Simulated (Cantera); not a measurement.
Charge: 1 mol Fe2O3, 1 mol Cl2, 0.18 mol N2, 0.26 mol H2O, equilibrated at 3000 Pa.

Method: chemical equilibrium by Gibbs-energy minimisation in Cantera with the NASA 1993 tables (ideal gas, pure condensed phases). Candidate condensed phases: Fe, FeCl2, FeCl3, FeO, Fe(OH)2, Fe(OH)3, Fe2O3, Fe3O4, H2O, NH4Cl; 37 gas species. Equilibrium is a limit: real reactors are often held back by kinetics, nucleation or transport.

Problem. What share of the Fe ends up in condensed phases as a function of T (K), at 950, 1050, 1150, 1250, 1350, 1450, 1550, 1650?

Solution. 
| T (K) | Fe condensed (%) | as |
|---|---|---|
| 950 | 99.5 | Fe2O3(s) |
| 1050 | 97.5 | Fe2O3(s) |
| 1150 | 93.3 | Fe2O3(s) |
| 1250 | 86.7 | Fe2O3(s) |
| 1350 | 78.6 | Fe2O3(s) |
| 1450 | 71.5 | Fe2O3(s) |
| 1550 | 68.0 | Fe3O4(s) |
| 1650 | 66.4 | Fe3O4(s) |
